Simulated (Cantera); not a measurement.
Cantera with NASA thermochemical tables; ideal gases at 1 bar, condensed phases pure. Values are per mole of reaction as written; species without (g) are pure solids or liquids, kept so even where they would boil at 1 bar.

3 SO3(g) = 3 SO2(g) + O3(g), with ΔH° = 438.6 kJ and ΔS° = 213.3 J/K at 300 K.

**Question.** How far is the shortcut ΔG° ≈ ΔH°(300 K) − T·ΔS°(300 K) from the full temperature-dependent value at 850, 875, 900, 925, 950, 975, 1000, 1025 K?

**Answer.** 
| T (K) | shortcut (kJ) | full (kJ) | difference (kJ) | difference in log10 K |
|---|---|---|---|---|
| 850 | 257.2 | 257.1 | 0.1 | -0.01 |
| 875 | 251.9 | 251.8 | 0.1 | -0.01 |
| 900 | 246.6 | 246.5 | 0.0 | 0.00 |
| 925 | 241.2 | 241.2 | 0.0 | 0.00 |
| 950 | 235.9 | 236.0 | -0.1 | 0.00 |
| 975 | 230.6 | 230.7 | -0.1 | 0.01 |
| 1000 | 225.2 | 225.4 | -0.2 | 0.01 |
| 1025 | 219.9 | 220.2 | -0.3 | 0.01 |
The shortcut ignores the heat-capacity change of the reaction.
